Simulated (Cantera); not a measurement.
Feed: 1 mol MgO, 23 mol HBr, 59 mol N2, held at 1650 K and 5.30 Pa.

These are equilibrium values from Cantera (NASA tables, ideal gas, pure condensed phases), not measurements of a reactor. Candidate condensed phases: Br2, H2O, Mg, MgBr2, MgO, Mg(OH)2; 36 gas species. Rates play no part.

Base state: N2 0.655, Br 0.171, H2 0.0820, HBr 0.0656, H2O 0.0111, MgBr2 0.00872, H 0.00357, Mg 0.00128 (mole fractions); condensed: gas only.

### Question
What changes in the equilibrium state with this change: HBr from 23 to 5.9 mol?

### Answer
```json
[
 {"species": "N2", "before": "0.655", "after": "0.875"},
 {"species": "Br", "before": "0.171", "after": "0.0660"},
 {"species": "H2", "before": "0.0820", "after": "0.0287"},
 {"species": "HBr", "before": "0.0656", "after": "0.0149"},
 {"species": "H2O", "before": "0.0111", "after": "0.00655"},
 {"species": "MgBr2", "before": "0.00872", "after": "0.00283"},
 {"species": "Mg", "before": "0.00128", "after": "0.00280"},
 {"species": "H", "before": "0.00357", "after": "0.00211"},
 {"species": "MgO(s), mol", "before": "0", "after": "0.557"}
]
```
